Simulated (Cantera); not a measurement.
Feed: 1 mol CuO, 3.3 mol C, 0.92 mol CO, 4 mol CH4, held at 675 °C and 2630 Torr.

Equilibrium computed with Cantera from the NASA thermochemical tables; the gas is ideal and each condensed phase is pure. Candidate condensed phases: C, C6H6, C7H8, C8H18, Cu, CuO, Cu(OH)2, Cu2O, H2O; 113 gas species. The numbers say what is thermodynamically allowed, not how fast it happens.

Base state: H2 0.571, CH4 0.195, H2O 0.134, CO 0.0696, CO2 0.0296 (mole fractions); condensed: C(graphite) + Cu(s).

What changes in the equilibrium state with this change: CuO replaced by Ta2O5?


| species | before | after |
|---|---|---|
| H2 | 0.571 | 0.632 |
| CH4 | 0.195 | 0.240 |
| H2O | 0.134 | 0.0814 |
| CO2 | 0.0296 | 0.00886 |
| CO | 0.0696 | 0.0381 |
| C(graphite), mol | 6.07 | 6.30 |
| Cu(s), mol | 1.00 | 0 |
| Ta2O5(s), mol | 0 | 1.00 |
Further candidate phases: Ta, TaC, Ta2O5.

What changes in the equilibrium state with this change: temperature from 675 °C to 2277 °C?


```
species            before     after
----------------  -------  --------
H2                  0.571     0.730
CO                 0.0696     0.179
Cu                  <1e-9    0.0655
CH4                 0.195  0.000258
H2O                 0.134   9.86e-6
H                   <1e-9    0.0142
CO2                0.0296   3.82e-7
C2H2 (acetylene)    <1e-9   0.00970
Cu2                 <1e-9   0.00112
CH3               1.21e-9   8.96e-5
C4H2                <1e-9   5.34e-5
C2H                 <1e-9   1.51e-5
C(graphite), mol     6.07      6.09
Cu(s), mol           1.00         0
Cu(l), mol              0     0.275
```
